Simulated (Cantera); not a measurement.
A freely propagating, adiabatic, planar premixed flame of 5.21 % CH₄, 0.375 % C₂H₆, 0.573 % C₃H₈, 19.0 % O₂, 71.4 % N₂, 3.49 % H₂O, unburnt at 650 K and 5.00 bar; mixture-averaged transport, grid criteria slope 0.08 and curve 0.16, no radiation.

Detailed kinetics in Cantera: GRI-Mech 3.0 (53 species, 325 reactions). Burning velocities carry a grid error of a few per cent, more on coarse grids.

Task: Predict: laminar burning velocity; thermal thickness; peak x(C₂H₂).

Result: 
```json
{
 "laminar_burning_velocity": "63.5 cm/s",
 "thermal_thickness": "0.114 mm",
 "peak x(C₂H₂)": "0.000185"
}
```
